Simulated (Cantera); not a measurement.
Charge: 1 mol SiHCl₃, a varied amount of NH₃, at 1650 K and 23.0 mbar.

Equilibrium computed with Cantera from the NASA thermochemical tables; the gas is ideal and each condensed phase is pure. Candidate condensed phases: NH₄Cl, Si, Si₃N₄; 28 gas species. Rates play no part.

What share of the Si ends up in condensed phases as a function of n(NH₃) (mol), at 1.1, 1.6, 2.1, 2.6, 3.2, 3.7, 4.2, 4.7, 5.2, 5.7, 6.3, 6.8, 7.3?


```csv
n(NH₃) (mol),Si condensed (%),as
1.1,5.0,Si₃N₄(s)
1.6,13.4,Si₃N₄(s)
2.1,20.4,Si₃N₄(s)
2.6,26.3,Si₃N₄(s)
3.2,32.2,Si₃N₄(s)
3.7,36.5,Si₃N₄(s)
4.2,40.2,Si₃N₄(s)
4.7,43.5,Si₃N₄(s)
5.2,46.5,Si₃N₄(s)
5.7,49.1,Si₃N₄(s)
6.3,52.0,Si₃N₄(s)
6.8,54.1,Si₃N₄(s)
7.3,56.1,Si₃N₄(s)
```
